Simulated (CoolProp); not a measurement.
CHF3 (R23) along the isobar 52.7 bar: Z from the reference equation and from simpler models built on Tc = 26.1 °C, pc = 48.32 bar, ω = 0.263; each cubic takes its own stable root.

Computed with CoolProp (reference Helmholtz-energy equation of state, Penoncello 2003).

| T (°C) | phase | reference |
|---|---|---|
| -111.45 | liquid | 0.1757 |
| -92.85 | liquid | 0.1644 |
| -74.25 | liquid | 0.1561 |
| -55.65 | liquid | 0.1503 |
| -37.05 | liquid | 0.1470 |
| -18.45 | liquid | 0.1465 |
| 0.15 | liquid | 0.1507 |
| 18.75 | liquid | 0.1670 |
| 37.35 | supercritical | 0.5034 |
| 55.85 | supercritical | 0.6594 |
| 74.45 | supercritical | 0.7412 |
| 93.05 | supercritical | 0.7960 |
| 111.65 | supercritical | 0.8361 |
| 130.25 | supercritical | 0.8669 |
| 148.85 | supercritical | 0.8911 |
| 167.45 | supercritical | 0.9106 |

**Question.** How far does each simpler model (van der Waals, Redlich-Kwong) lie from the reference over these 16 states: mean and median of the absolute difference, and the worst?

**Answer.** 
- van der Waals: mean 37.2 %, median 34.2 %, worst +76.3 % at -111.45 °C and 52.7 bar
- Redlich-Kwong: mean 12.5 %, median 11.1 %, worst +31.9 % at 18.75 °C and 52.7 bar
